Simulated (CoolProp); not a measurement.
A single-stage vapour-compression cycle with carbonyl sulfide: evaporating at 297.15 K (dew point), condensing at 345.15 K (bubble point), superheat 8 K, subcooling 2 K, compressor efficiency 0.8, no pressure losses. Each further row changes one setting.

Computed with CoolProp (reference Helmholtz-energy equation of state, Lemmon 2006). It is a short technical equation, of lower accuracy than the large ones.

```json
[
 {"case": "as stated", "cooling COP": "…", "pressure ratio": "2.82", "discharge temperature (K)": "393.4", "refrigerating effect (kJ/kg)": "184", "volumetric capacity (kJ/m³)": "6390"},
 {"case": "evaporating temperature 302.15 K", "cooling COP": "4.22", "pressure ratio": "…", "discharge temperature (K)": "…", "refrigerating effect (kJ/kg)": "186", "volumetric capacity (kJ/m³)": "7270"},
 {"case": "condensing temperature 340.15 K", "cooling COP": "…", "pressure ratio": "2.56", "discharge temperature (K)": "384.5", "refrigerating effect (kJ/kg)": "193", "volumetric capacity (kJ/m³)": "6680"},
 {"case": "subcooling 7 K", "cooling COP": "3.82", "pressure ratio": "2.82", "discharge temperature (K)": "393.4", "refrigerating effect (kJ/kg)": "193", "volumetric capacity (kJ/m³)": "6690"},
 {"case": "superheat 18 K", "cooling COP": "…", "pressure ratio": "2.82", "discharge temperature (K)": "405.0", "refrigerating effect (kJ/kg)": "193", "volumetric capacity (kJ/m³)": "…"},
 {"case": "compressor efficiency 0.7", "cooling COP": "…", "pressure ratio": "2.82", "discharge temperature (K)": "400.7", "refrigerating effect (kJ/kg)": "184", "volumetric capacity (kJ/m³)": "6390"}
]
```

Question: Complete the blanks.

Answer: 
- as stated, cooling COP: 3.65
- evaporating temperature 302.15 K, pressure ratio: 2.49
- evaporating temperature 302.15 K, discharge temperature (K): 388.4
- condensing temperature 340.15 K, cooling COP: 4.23
- superheat 18 K, cooling COP: 3.62
- superheat 18 K, volumetric capacity (kJ/m³): 6350
- compressor efficiency 0.7, cooling COP: 3.19
